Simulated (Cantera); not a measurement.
Charge: 1 mol SiHCl3, 0.16 mol HCl, 150 mol H2, at 1525 K and 1.33 mbar.

Method: chemical equilibrium by Gibbs-energy minimisation in Cantera with the NASA 1993 tables (ideal gas, pure condensed phases). Candidate condensed phases: Si; 19 gas species. Kinetics and transport are ignored.

Base state: H2 0.980, HCl 0.0185, SiCl2 0.00114, H 0.000641, Si 1.42e-5 (mole fractions); condensed: Si(s).

What changes in the equilibrium state with this change: temperature from 1525 K to 1050 K?


```
species       before     after
----------  --------  --------
H2             0.980     0.981
HCl           0.0185    0.0184
SiCl2        0.00114  0.000646
H           0.000641   2.20e-7
SiCl4        7.10e-9  0.000148
Si           1.42e-5     <1e-9
SiHCl3       4.26e-8   8.20e-5
Si(s), mol     0.823     0.855
```
The tables' values for SiCl3 are old estimates; treat these amounts as uncertain.

What changes in the equilibrium state with this change: temperature from 1525 K to 1825 K?


```
species       before     after
----------  --------  --------
H2             0.980     0.965
HCl           0.0185    0.0182
H           0.000641    0.0118
Si           1.42e-5   0.00341
Si2          2.16e-8   2.22e-5
SiH          1.48e-6  0.000130
Si(s), mol     0.823         0
Si(l), mol         0     0.258
```
The tables' values for SiCl are old estimates; treat these amounts as uncertain. Gases not in the tables: Si2H6 and higher silanes.
